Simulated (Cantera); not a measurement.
Mixture: 4.05 % CH₄, 0.251 % C₂H₆, 2.76 % C₃H₈, 17.5 % O₂, 75.4 % N₂, at 31.0 bar, adiabatic and at constant pressure. Ignition delay is the time to a rise of 400 K.

Model: GRI-Mech 3.0 (53 species, 325 reactions), integrated in Cantera. GRI-Mech 3.0 was tuned for natural gas; its chemistry of propane as a main component is partial and can be far from experiment. The pressure lies above the range GRI-Mech 3.0 was tuned for (to about 10 atm).

Task: Predict: delay at 1275 K; delay at 1325 K; delay at 1375 K; delay at 1425 K; delay at 1475 K; delay at 1525 K; apparent activation energy between 1425 and 1525 K.

Result: 
| Property | Value |
|---|---|
| delay at 1275 K | 0.225 ms |
| delay at 1325 K | 0.114 ms |
| delay at 1375 K | 59.8 µs |
| delay at 1425 K | 32.5 µs |
| delay at 1475 K | 18.5 µs |
| delay at 1525 K | 11.0 µs |
| apparent activation energy between 1425 and 1525 K | 200 kJ/mol |
